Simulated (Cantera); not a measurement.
What does this Cantera script print?

```python
import numpy as np
import cantera as ct

gas_names = """
    C CH CH2 CH3 CH2OH CH3O CH4 CH3OH CN CO CO2 COOH C2 C2H CHCO,ketyl C2H2,acetylene C2H2,vinylidene
    CH2CO,ketene C2H3,vinyl CH3CN CH3CO,acetyl C2H4 C2H4O,ethylen CH3CHO,ethanal CH3COOH (HCOOH)2 C2H5
    C2H6 CH3OCH3 C2H5OH CCN CNC C2N2 C2O C3 C3H3,propargyl C3H4,allene C3H4,propyne C3H4,cyclo-
    C3H5,allyl C3H6,propylene C3H6,cyclo- C3H6O C3H7,n-propyl C3H7,i-propyl C3H8 C3H8O,1propanol
    C3H8O,2propanol C3O2 C4 C4H2 C4H4,1,3-cyclo- C4H6,butadiene C4H6,2-butyne C4H6,cyclo- C4H8,1-butene
    C4H8,cis2-buten C4H8,tr2-butene C4H8,isobutene C4H8,cyclo- (CH3COOH)2 C4H9,n-butyl C4H9,i-butyl
    C4H9,s-butyl C4H9,t-butyl C4H10,isobutane C4H10,n-butane C4N2 C5 C5H6,1,3cyclo- C5H8,cyclo-
    C5H10,1-pentene C5H10,cyclo- C5H11,pentyl C5H11,t-pentyl C5H12,n-pentane C5H12,i-pentane
    CH3C(CH3)2CH3 C6H2 C6H5,phenyl C6H5O,phenoxy C6H6 C6H5OH,phenol C6H10,cyclo- C6H12,1-hexene
    C6H12,cyclo- C6H13,n-hexyl C7H7,benzyl C7H8 C7H8O,cresol C7H14,1-heptene C7H15,n-heptyl
    C7H16,n-heptane C8H8,styrene C8H10,ethylbenz C8H16,1-octene C8H17,n-octyl C8H18,isooctane
    C8H18,n-octane C9H19,n-nonyl C10H8,naphthale C10H21,n-decyl C12H9,o-bipheny C12H10,bipheny H HCN HCO
    HCCN HNC HNCO HNO HNO2 HNO3 HO2 H2 HCHO,formaldehy HCOOH H2O H2O2 N NCO NH NH2 NH3 NH2OH NO NO2 NO3
    N2 N2H2 N2H4 N2O O OH O2 O3 Si SiC SiC2 SiC4H12 SiH SiH2 SiH3 SiH4 SiN SiO SiO2 Si2 Si2C Si2N Si3
""".split()
cond_names = """
    C(gr) C6H6(L) C7H8(L) C8H18(L),n-octa H2O(s) H2O(L) Si(cr) Si(L) SiC(b) SiO2(Lqz) SiO2(hqz) SiO2(L)
    Si2N2O(s) Si3N4(a)
""".split()


def load(file, names, dense=False):
    # The tables refer to 1 bar. Condensed volumes are neglected.
    table = {s.name: s for s in ct.Species.list_from_file(file)}
    out = []
    for n in names:
        d = dict(table[n].input_data)
        d["thermo"] = dict(d["thermo"], **{"reference-pressure": 1e5})
        if dense:
            d["equation-of-state"] = {"model": "constant-volume", "density": "1e6 g/cm^3"}
        out.append(ct.Species.from_dict(d))
    return out


gas = ct.Solution(thermo="ideal-gas", species=load("nasa_gas.yaml", gas_names))
cond = {s.name: ct.Solution(thermo="fixed-stoichiometry", species=[s], name=s.name)
        for s in load("nasa_condensed.yaml", cond_names, dense=True)}
atoms = {
    'HMDSO': {'Si': 2, 'C': 6, 'H': 18, 'O': 1},
    'NO': {'N': 1, 'O': 1},
}
top_T = {'C(gr)': 4500, 'SiC(b)': 3050, 'Si2N2O(s)': 2100, 'Si3N4(a)': 2400}  # K; cautious upper limits of use, not melting points


def equilibrate(T, P, feed):
    n = {}
    for name, mol in feed.items():
        for a, k in atoms[name].items():
            n[a] = n.get(a, 0.0) + k * mol
    gas.TPX = T, P, n
    mass = sum(n.values()) * gas.mean_molecular_weight
    gas.equilibrate("TP")
    valid = [c for c in cond.values() if c.min_temp <= T <= top_T.get(c.name, c.max_temp)]
    mix = ct.Mixture([(gas, mass / gas.mean_molecular_weight)] + [(c, 0.0) for c in valid])
    mix.T, mix.P = T, P
    mix.equilibrate("TP", solver="vcs", rtol=1e-11, max_steps=5000)
    return mix


results = []
feed = {'HMDSO': 1, 'NO': 0.34}  # mol
P = 21  # Pa
for T in [600, 700, 800, 900, 1000, 1100, 1200, 1300, 1400]:
    mix = equilibrate(T, P, feed)
    results.append((T, P, feed, dict(zip(mix.species_names, mix.species_moles))))
    x = sorted(zip(gas.X, gas.species_names), reverse=True)
    print(f"T = {T:g} K  P = {P:g} Pa  gas = {mix.phase_moles(0):.4g} mol")
    print("   x: " + "  ".join(f"{s} {v:.3e}" for v, s in x if v > 1e-05))
    print("   condensed (mol): " + ("  ".join(f"{mix.phase(i).name} {mix.phase_moles(i):.4g}"
          for i in range(1, mix.n_phases) if mix.phase_moles(i) > 1e-12) or "none"))
```

It prints:

```
T = 600 K  P = 21 Pa  gas = 8.832 mol
   x: H2 9.809e-01  CH4 1.906e-02
   condensed (mol): C(gr) 4.757  SiC(b) 1.075  SiO2(Lqz) 0.585  Si2N2O(s) 0.17
T = 700 K  P = 21 Pa  gas = 8.984 mol
   x: H2 9.982e-01  CH4 1.780e-03
   condensed (mol): C(gr) 4.909  SiC(b) 1.075  SiO2(Lqz) 0.585  Si2N2O(s) 0.17
T = 800 K  P = 21 Pa  gas = 8.997 mol
   x: H2 9.997e-01  CH4 2.821e-04
   condensed (mol): C(gr) 4.922  SiC(b) 1.075  SiO2(Lqz) 0.585  Si2N2O(s) 0.17
T = 900 K  P = 21 Pa  gas = 9 mol
   x: H2 9.999e-01  CH4 6.552e-05  CO 1.014e-05
   condensed (mol): C(gr) 4.924  SiC(b) 1.075  SiO2(hqz) 0.585  Si2N2O(s) 0.17
T = 1000 K  P = 21 Pa  gas = 9.005 mol
   x: H2 9.994e-01  CO 5.945e-04  CH4 2.003e-05
   condensed (mol): C(gr) 4.917  SiC(b) 1.078  SiO2(hqz) 0.5823  Si2N2O(s) 0.17
T = 1100 K  P = 21 Pa  gas = 9.151 mol
   x: H2 9.835e-01  CO 1.645e-02  N2 1.068e-05
   condensed (mol): C(gr) 4.699  SiC(b) 1.15  SiO2(hqz) 0.5098  Si2N2O(s) 0.1699
T = 1200 K  P = 21 Pa  gas = 10.19 mol
   x: H2 8.836e-01  CO 1.156e-01  N2 7.439e-04  SiO 4.673e-05  H 1.280e-05
   condensed (mol): C(gr) 3.148  SiC(b) 1.675  Si2N2O(s) 0.1624
T = 1300 K  P = 21 Pa  gas = 10.51 mol
   x: H2 8.562e-01  CO 1.274e-01  N2 1.616e-02  SiO 9.470e-05  H 7.064e-05  HCN 2.435e-05
   condensed (mol): C(gr) 2.662  SiC(b) 1.999
T = 1400 K  P = 21 Pa  gas = 10.51 mol
   x: H2 8.560e-01  CO 1.273e-01  N2 1.614e-02  H 3.105e-04  SiO 1.592e-04  HCN 5.833e-05
   condensed (mol): C(gr) 2.663  SiC(b) 1.998
```

These are equilibrium values from Cantera (NASA tables, ideal gas, pure condensed phases), not measurements of a reactor. The feed counts by its element totals alone. Mutual solubility and eutectic melting of coexisting phases are not modelled.
